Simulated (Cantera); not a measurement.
A diamond (100) surface in a fixed gas of H2 with x(CH4) = 0.019, x(H) = 0.0024, x(CH3) = 8.6e-05, 63.0 Torr; coverages are run to steady state.

Computed with Cantera and the Harris–Goodwin 1993 mechanism for the reconstructed diamond (100) surface.

One state of this run: growth (µm/h) = 1.51; θ c6HH = 0.420; θ c6H* = 0.0431; θ c6*H = 0.502; θ c6** = 0.0324; θ c6HM = 0.000817. θ: site fractions in the mechanism's names (c6HH fully hydrogenated, c6H* and c6*H radical sites, c6** diradical, c6HM methylated).

Which value of T (K) does it belong to?
A. 1025
B. 1100
C. 1325
D. 1250

D, 1250
